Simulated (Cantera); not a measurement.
An isothermal, constant-pressure homogeneous reactor starts with 10.7 % H₂, 89.3 % O₂, equivalence ratio 0.060, at 1425 K and 20.0 Torr.

Computed with Cantera and GRI-Mech 3.0 (53 species, 325 reactions). Radical loss at walls, strong at low pressure, is not modelled. The temperature is held fixed by assumption; the heat of reaction is taken as removed at once.

One state of this run: x H₂ = 0.00344; x O₂ = 0.813; x OH = 0.0119; x H₂O = 0.0879; x H₂O₂ = 2.05e-7; x O = 0.0638; x HO₂ = 6.72e-6. x: mole fraction; the columns are a selection and need not sum to one.

**Question.** Which value of t (s) does it belong to?
A. 0.000126
B. 1.00e-6
C. 0.00317
D. 0.000632

**Answer.** D, 0.000632
